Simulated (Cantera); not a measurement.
What does this Cantera script print?

```python
import numpy as np
import cantera as ct

gas = ct.Solution("gri30.yaml")
gas.TPX = 1225, 2666, {'N2O': 1, 'N2': 4.5}
inlet = ct.Reservoir(gas, clone=True)

reactor = ct.IdealGasConstPressureReactor(gas, energy="off", clone=False)
exhaust = ct.Reservoir(gas, clone=True)
tau = [2.9, 1.3, 0.59, 0.27, 0.12, 0.054, 0.024, 0.011, 0.005, 0.0022, 0.001][0]
for a, b in ((inlet, reactor), (reactor, exhaust)):
    ct.MassFlowController(a, b, mdot=lambda t: reactor.mass / tau)
net = ct.ReactorNet([reactor])
show = ['N2O', 'N2', 'NO', 'O2', 'NO2', 'O']

rows = []
print(f"{'tau/s':>10s}{'T/K':>9s}" + "".join(f"{s:>11s}" for s in show))
for tau in [2.9, 1.3, 0.59, 0.27, 0.12, 0.054, 0.024, 0.011, 0.005, 0.0022, 0.001]:
    net.initial_time = 0.0
    net.advance(30 * tau)
    before = gas.X
    net.advance(40 * tau)
    drift = np.max(np.abs(gas.X - before) / (gas.X + 1e-9))
    rows.append([gas.T, *gas[show].X, drift])
    print(f"{tau:10.3e}{gas.T:9.1f}" + "".join(f"{x:11.3e}" for x in gas[show].X))
```

Result:

```
     tau/s      T/K        N2O         N2         NO         O2        NO2          O
 2.900e+00   1225.0  1.679e-01  8.250e-01  1.465e-03  5.629e-03  3.769e-07  2.674e-06
 1.300e+00   1225.0  1.753e-01  8.214e-01  6.858e-04  2.634e-03  1.559e-07  2.675e-06
 5.900e-01   1225.0  1.788e-01  8.197e-01  3.172e-04  1.218e-03  5.781e-08  2.673e-06
 2.700e-01   1225.0  1.804e-01  8.189e-01  1.462e-04  5.612e-04  1.864e-08  2.667e-06
 1.200e-01   1225.0  1.812e-01  8.185e-01  6.491e-05  2.492e-04  4.882e-09  2.653e-06
 5.400e-02   1225.0  1.815e-01  8.183e-01  2.894e-05  1.111e-04  1.135e-09  2.623e-06
 2.400e-02   1225.0  1.817e-01  8.182e-01  1.255e-05  4.819e-05  2.315e-10  2.558e-06
 1.100e-02   1225.0  1.818e-01  8.182e-01  5.466e-06  2.098e-05  4.554e-11  2.429e-06
 5.000e-03   1225.0  1.818e-01  8.182e-01  2.236e-06  8.583e-06  7.753e-12  2.186e-06
 2.200e-03   1225.0  1.818e-01  8.182e-01  7.972e-07  3.060e-06  9.935e-13  1.771e-06
 1.000e-03   1225.0  1.818e-01  8.182e-01  2.577e-07  9.892e-07  1.041e-13  1.259e-06
```

Cantera simulation using GRI-Mech 3.0 (53 species, 325 reactions); the numbers are that mechanism's predictions, not measurements. GRI-Mech 3.0 was tuned for natural gas; its chemistry of N2O as a main component is partial and can be far from experiment. Radical loss at walls, strong at low pressure, is not modelled. The mechanism lacks the step 2 NO + O2 → 2 NO2, which can matter for NO2 below about 1400 K. The temperature is held fixed by assumption; the heat of reaction is taken as removed at once.
